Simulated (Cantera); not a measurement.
Stirred combustor or abatement burner

A perfectly stirred reactor is fed with 11.3 % H2, 8.35 % O2, 80.1 % N2, 0.252 % NO, at 7500 Torr; it is adiabatic with a 575 K inlet, and is followed from long to short residence time, starting on the burning branch (τ in s: 0.21, 0.1, 0.049, 0.024, 0.012, 0.0057, 0.0028, 0.0013, 0.00066, 0.00032, 0.00016, 7.6e-05).

Detailed kinetics in Cantera: GRI-Mech 3.0 (53 species, 325 reactions). The hydrogen kinetics of GRI-Mech 3.0 are dated; newer H2 mechanisms differ, most at raised pressure. The mechanism lacks 2 NO + O2 → 2 NO2 and HONO, so NO2 and the effect of NO are under-described below about 1400 K.

```csv
τ (s),T (K),x H2,x O2,x NO,x H2O2,x H,x N2O
0.21,1443,4.79e-5,0.0287,0.00256,6.60e-8,1.67e-7,7.96e-7
0.10,1442,8.10e-5,0.0287,0.00254,9.66e-8,3.36e-7,1.47e-6
0.049,1442,0.000132,0.0287,0.00252,1.42e-7,6.69e-7,2.75e-6
0.024,1441,0.000215,0.0288,0.00250,2.12e-7,1.35e-6,5.07e-6
0.012,1440,0.000348,0.0288,0.00248,3.13e-7,2.69e-6,8.69e-6
0.0057,1439,0.000593,0.0289,0.00245,4.77e-7,5.68e-6,1.43e-5
0.0028,1436,0.00101,0.0292,0.00242,7.29e-7,1.15e-5,2.13e-5
0.0013,1430,0.00183,0.0296,0.00238,1.22e-6,2.44e-5,3.00e-5
0.00066,1420,0.00315,0.0302,0.00235,2.05e-6,4.62e-5,3.79e-5
0.00032,1400,0.00586,0.0315,0.00232,3.90e-6,8.76e-5,4.72e-5
0.00016,575,0.113,0.0835,0.00252,<1e-12,<1e-12,<1e-12
7.6e-5,575,0.113,0.0835,0.00252,<1e-12,<1e-12,<1e-12
```
x: mole fraction; the columns are a selection and need not sum to one.
